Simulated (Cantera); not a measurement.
Charge: 1 mol SiHCl3, 0.55 mol NH3, 89 mol H2, equilibrated at 750 Torr.

These are equilibrium values from Cantera (NASA tables, ideal gas, pure condensed phases), not measurements of a reactor. Candidate condensed phases: NH4Cl, Si, Si3N4; 28 gas species. The tables' values for SiCl3 are old estimates; treat these amounts as uncertain. Rates play no part. All values below are at 1123 K.

Base state: H2 0.981, HCl 0.0122, SiHCl3 0.00313, SiCl4 0.00226, SiH2Cl2 0.000530, SiCl2 0.000276, SiCl3 0.000224, SiH3Cl 2.40e-5 (mole fractions); condensed: Si3N4(s).

**Question.** What changes in the equilibrium state with this change: pressure from 750 Torr to 1.00 Torr?

**Answer.** 
| species | before | after |
|---|---|---|
| H2 | 0.981 | 0.970 |
| HCl | 0.0122 | 0.0282 |
| SiCl2 | 0.000276 | 0.00174 |
| SiHCl3 | 0.00313 | 6.10e-5 |
| SiH3Cl | 2.40e-5 | 8.48e-8 |
| SiH2Cl2 | 0.000530 | 4.40e-6 |
| SiCl4 | 0.00226 | 0.000104 |
| SiCl3 | 0.000224 | 0.000120 |
| Si3N4(s), mol | 0.138 | 0.137 |
| Si(s), mol | 0 | 0.402 |
Mutual solubility and eutectic melting of coexisting phases are not modelled.
